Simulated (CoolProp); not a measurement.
A closed Brayton cycle with carbon dioxide: compressor inlet 310.15 K and 7.5 MPa, high pressure 22.4 MPa, turbine inlet 810 K, compressor efficiency 0.89, turbine efficiency 0.93, recuperator effectiveness 0.95 (on enthalpy, no pinch check). Each further row changes one setting.

Computed with CoolProp (reference Helmholtz-energy equation of state, Span 1996).

| case | thermal efficiency (%) | net work (kJ/kg) | compressor to turbine work | compressor exit (K) | turbine exit (K) |
|---|---|---|---|---|---|
| as stated | 38.8 | 98.0 | 0.32 | 391.2 | 677.8 |
| turbine inlet 760 K | 36.6 | 87.8 | [?] | 391.2 | 632.7 |
| compressor inlet 320.15 K | [?] | 88.8 | [?] | [?] | 677.8 |
| high pressure 19 MPa | [?] | 86.5 | [?] | 378.8 | [?] |
| recuperator effectiveness 0.5 | 24.5 | 98.0 | 0.32 | 391.2 | 677.8 |

**Question.** Fill in the missing entries.

**Answer.** 
- turbine inlet 760 K, compressor to turbine work: 0.34
- compressor inlet 320.15 K, thermal efficiency (%): 37.5
- compressor inlet 320.15 K, compressor to turbine work: 0.38
- compressor inlet 320.15 K, compressor exit (K): 412.1
- high pressure 19 MPa, thermal efficiency (%): 38.0
- high pressure 19 MPa, compressor to turbine work: 0.30
- high pressure 19 MPa, turbine exit (K): 697.1
